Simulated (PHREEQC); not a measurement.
0.47 g of hydrous ferric oxide (600 m²/g; 0.2 weak and 0.005 strong sites per Fe, Dzombak-Morel constants, diffuse double layer) in 1 kg of water with 0.001 mol/kgw of an inert sodium salt and 5.8e-06 mol NaF, at 25 °C; the pH is set by adding NaOH or the inert anion's acid. Oxygen alone is held at its pressure in air (log pO2 = -0.68). CO2 from the air is kept out. No solid was allowed to form.

Model: ion-association model, wateq4f.dat, run in PHREEQC.

```json
[
 {"pH": "4", "F sorbed (%)": "99.0", "surface charge σ (C/m²)": "0.122", "surface potential ψ (mV)": "209"},
 {"pH": "4.5", "F sorbed (%)": "98.2", "surface charge σ (C/m²)": "0.080", "surface potential ψ (mV)": "190"},
 {"pH": "5", "F sorbed (%)": "96.0", "surface charge σ (C/m²)": "0.051", "surface potential ψ (mV)": "168"},
 {"pH": "6", "F sorbed (%)": "77.9", "surface charge σ (C/m²)": "0.019", "surface potential ψ (mV)": "119"},
 {"pH": "6.5", "F sorbed (%)": "55.0", "surface charge σ (C/m²)": "0.011", "surface potential ψ (mV)": "92"},
 {"pH": "7", "F sorbed (%)": "29.1", "surface charge σ (C/m²)": "0.006", "surface potential ψ (mV)": "64"},
 {"pH": "7.5", "F sorbed (%)": "11.9", "surface charge σ (C/m²)": "0.003", "surface potential ψ (mV)": "35"},
 {"pH": "8", "F sorbed (%)": "4.2", "surface charge σ (C/m²)": "0.000", "surface potential ψ (mV)": "6"},
 {"pH": "9", "F sorbed (%)": "0.5", "surface charge σ (C/m²)": "-0.004", "surface potential ψ (mV)": "-51"},
 {"pH": "9.5", "F sorbed (%)": "0.2", "surface charge σ (C/m²)": "-0.009", "surface potential ψ (mV)": "-80"},
 {"pH": "10", "F sorbed (%)": "0.1", "surface charge σ (C/m²)": "-0.016", "surface potential ψ (mV)": "-107"}
]
```
